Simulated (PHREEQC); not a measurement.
**Acid mine or pickling water: an equilibrium model**

Model water analysis in mg/L, 25 °C, pH 1.91, pe 10.9:

```csv
constituent,mg/L
Na,787
K,0.0302
Ca,131
Mg,11.7
Cl,378
S(6) as SO4,2580
Cd,7.78
Li,3.16
N(5) as NO3,64.2
Zn,1.49
```

Cl is adjusted to close the charge balance.
Valence states are taken as typed.

Computed with PHREEQC (ion-association model, wateq4f.dat).

Each row changes one thing in this solution. Precipitation was switched off in this run.

| case | ionic strength (mol/kgw) | Na+ (mol/kgw) | SO4-2 (mol/kgw) | HSO4- (mol/kgw) | Ca+2 (mol/kgw) | CaSO4 (mol/kgw) | SI of Gypsum (CaSO4:2H2O) | SI of Halite (NaCl) |
|---|---|---|---|---|---|---|---|---|
| as made | 0.0709 | 0.0333 | 0.0151 | 0.00940 | 0.00208 | 0.00110 | -0.67 | -5.19 |
| Mg from 11.7 to 23.4 mg/L | 0.0717 | 0.0333 | 0.0150 | 0.00932 | 0.00209 | ___ | -0.67 | -5.16 |
| all concentrations times 2 at the same typed pH | 0.125 | 0.0654 | 0.0305 | 0.0166 | 0.00361 | ___ | -0.28 | -5.17 |

Q: Some entries are withheld; supply them.

A: 
- Mg from 11.7 to 23.4 mg/L, CaSO4 (mol/kgw): 0.00109
- all concentrations times 2 at the same typed pH, CaSO4 (mol/kgw): 0.00271
